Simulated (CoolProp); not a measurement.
Vapour-liquid equilibrium of n-heptane (1) + m-xylene (2) at 0.394 MPa; x and y are mole fractions of (1).

Values from CoolProp's multi-fluid Helmholtz-energy mixture model, Span 2003 and Zhou 2012; pair parameters Bell 2016.

```
x     bubble temperature (°C)  y at the bubble point  dew temperature at overall composition x (°C)  liquid density (mol/L)
----  -----------------------  ---------------------  ---------------------------------------------  ----------------------
0.05               (withheld)                  0.119                                     (withheld)                   6.484
0.2                     183.1                  0.383                                          190.6                   6.359
0.35                    175.1                  0.561                                     (withheld)                   6.217
0.5                (withheld)                  0.694                                     (withheld)                   6.067
0.65                    163.1             (withheld)                                          170.8                   5.916
0.8                     158.3                  0.893                                          163.2                   5.766
0.95                    153.9             (withheld)                                          155.2                   5.620
```

**Question.** Some entries are withheld; supply them.

**Answer.** 
- 0.05, bubble temperature (°C): 193.7
- 0.05, dew temperature at overall composition x (°C): 196.3
- 0.35, dew temperature at overall composition x (°C): 184.5
- 0.5, bubble temperature (°C): 168.6
- 0.5, dew temperature at overall composition x (°C): 177.9
- 0.65, y at the bubble point: 0.802
- 0.95, y at the bubble point: 0.975

No azeotrope shows between x = 0.05 and 0.95.

The pair parameters rest on a limited set of measurements; away from them the model extrapolates.
